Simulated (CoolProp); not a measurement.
Aqueous calcium chloride as a coolant, 22 % by mass, freezing at -22.0 °C, 1 atm.

Computed with CoolProp (Melinder's fits for secondary coolants).

```json
[
 {"T (°C)": "-3.5", "cp (kJ/(kg K))": "2.964", "viscosity (mPa s)": "___", "density (kg/m³)": "1206", "Prandtl number": "21.3"},
 {"T (°C)": "-0.4", "cp (kJ/(kg K))": "2.974", "viscosity (mPa s)": "3.53", "density (kg/m³)": "1205", "Prandtl number": "___"},
 {"T (°C)": "2.6", "cp (kJ/(kg K))": "2.983", "viscosity (mPa s)": "3.25", "density (kg/m³)": "1205", "Prandtl number": "17.7"},
 {"T (°C)": "5.7", "cp (kJ/(kg K))": "2.992", "viscosity (mPa s)": "2.99", "density (kg/m³)": "1204", "Prandtl number": "16.2"},
 {"T (°C)": "8.8", "cp (kJ/(kg K))": "3.001", "viscosity (mPa s)": "2.76", "density (kg/m³)": "1203", "Prandtl number": "14.9"},
 {"T (°C)": "11.9", "cp (kJ/(kg K))": "3.010", "viscosity (mPa s)": "2.55", "density (kg/m³)": "1202", "Prandtl number": "13.7"},
 {"T (°C)": "15", "cp (kJ/(kg K))": "3.018", "viscosity (mPa s)": "2.37", "density (kg/m³)": "1201", "Prandtl number": "12.7"},
 {"T (°C)": "18.1", "cp (kJ/(kg K))": "3.026", "viscosity (mPa s)": "2.21", "density (kg/m³)": "1200", "Prandtl number": "11.7"},
 {"T (°C)": "21.2", "cp (kJ/(kg K))": "3.033", "viscosity (mPa s)": "2.06", "density (kg/m³)": "1199", "Prandtl number": "___"},
 {"T (°C)": "24.3", "cp (kJ/(kg K))": "3.041", "viscosity (mPa s)": "1.93", "density (kg/m³)": "1198", "Prandtl number": "10.2"},
 {"T (°C)": "27.4", "cp (kJ/(kg K))": "3.048", "viscosity (mPa s)": "___", "density (kg/m³)": "1196", "Prandtl number": "___"},
 {"T (°C)": "30.5", "cp (kJ/(kg K))": "3.054", "viscosity (mPa s)": "1.70", "density (kg/m³)": "1195", "Prandtl number": "___"},
 {"T (°C)": "33.6", "cp (kJ/(kg K))": "3.061", "viscosity (mPa s)": "1.61", "density (kg/m³)": "1193", "Prandtl number": "___"},
 {"T (°C)": "36.6", "cp (kJ/(kg K))": "3.067", "viscosity (mPa s)": "1.52", "density (kg/m³)": "1191", "Prandtl number": "7.82"}
]
```

**Question.** Some entries are withheld; supply them.

**Answer.** 
- -3.5, viscosity (mPa s): 3.87
- -0.4, Prandtl number: 19.4
- 21.2, Prandtl number: 10.9
- 27.4, viscosity (mPa s): 1.81
- 27.4, Prandtl number: 9.48
- 30.5, Prandtl number: 8.87
- 33.6, Prandtl number: 8.31
